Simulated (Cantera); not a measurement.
Premixed flame

A freely propagating, adiabatic, planar premixed flame of CH4 : CO : O2 : N2 : H2O = 1 : 0.049 : 1.84 : 6.92 : 0.051 (molar parts), equivalence ratio 1.1, unburnt at 448 K and 0.178 atm; mixture-averaged transport, grid criteria slope 0.08 and curve 0.16, no radiation.

Computed with Cantera and GRI-Mech 3.0 (53 species, 325 reactions). Burning velocities carry a grid error of a few per cent, more on coarse grids.

| z (mm) | T (K) | u (m/s) | x CH4 | x CO | x O2 | x CH3 | x O | x OH |
|---|---|---|---|---|---|---|---|---|
| -4.87 | 448 | 1.08 | 0.101 | 0.00497 | 0.186 | <1e-8 | <1e-8 | <1e-8 |
| -3.25 | 448 | 1.08 | 0.101 | 0.00496 | 0.186 | 1.58e-7 | <1e-8 | <1e-8 |
| -2.43 | 452 | 1.09 | 0.101 | 0.00500 | 0.185 | 1.22e-6 | 2.96e-8 | 6.77e-8 |
| -1.62 | 497 | 1.21 | 0.0973 | 0.00591 | 0.182 | 1.71e-5 | 6.32e-7 | 6.78e-6 |
| -0.812 | 899 | 2.23 | 0.0713 | 0.0194 | 0.152 | 0.000569 | 2.65e-5 | 6.52e-5 |
| -0.406 | 1323 | 3.33 | 0.0391 | 0.0401 | 0.109 | 0.00303 | 0.000201 | 0.000504 |
| 0 | 1703 | 4.34 | 0.0100 | 0.0613 | 0.0611 | 0.00290 | 0.00109 | 0.00259 |
| 0.406 | 1860 | 4.74 | 0.000977 | 0.0635 | 0.0320 | 0.000476 | 0.00307 | 0.00628 |
| 0.812 | 1894 | 4.82 | 5.06e-5 | 0.0560 | 0.0208 | 2.79e-5 | 0.00439 | 0.00842 |
| 1.62 | 1916 | 4.85 | 1.11e-7 | 0.0459 | 0.0154 | 6.66e-8 | 0.00476 | 0.00929 |
| 3.25 | 1939 | 4.89 | <1e-8 | 0.0405 | 0.0136 | <1e-8 | 0.00452 | 0.00937 |
| 6.49 | 1971 | 4.96 | <1e-8 | 0.0393 | 0.0125 | <1e-8 | 0.00406 | 0.00925 |
| 13.0 | 2018 | 5.06 | <1e-8 | 0.0385 | 0.0111 | <1e-8 | 0.00336 | 0.00894 |
x: mole fraction of selected species; z is measured from the peak of heat release.

laminar burning velocity: 108 cm/s
thermal thickness: 1.62 mm
peak x(CH3): 0.00376
peak x(O): 0.00477
peak x(OH): 0.00937
grid points: 158
